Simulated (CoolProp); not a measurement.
C3F8 (R218) along the isobar 100 bar: density (kg/m³) from the reference equation and from simpler models built on Tc = 345.0 K, pc = 26.40 bar, ω = 0.317; each cubic takes its own stable root.

Model: reference Helmholtz-energy equation of state, Lemmon 2006, in CoolProp. It is a short technical equation, of lower accuracy than the large ones.

```tsv
T (K)	phase	reference	van der Waals	Redlich-Kwong	Soave-Redlich-Kwong	Peng-Robinson
281	liquid	1495	1025	1399	1442	1622
289.8	liquid	1462	1011	1368	1408	1582
298.7	liquid	1427	996.0	1336	1372	1541
307.5	liquid	1391	981.2	1304	1334	1498
316.4	liquid	1354	965.8	1270	1295	1452
325.2	liquid	1316	950.4	1236	1254	1404
334	liquid	1276	934.6	1201	1212	1354
342.9	liquid	1234	918.4	1165	1168	1301
351.7	supercritical	1192	902.0	1129	1122	1247
360.5	supercritical	1147	885.4	1093	1075	1191
```
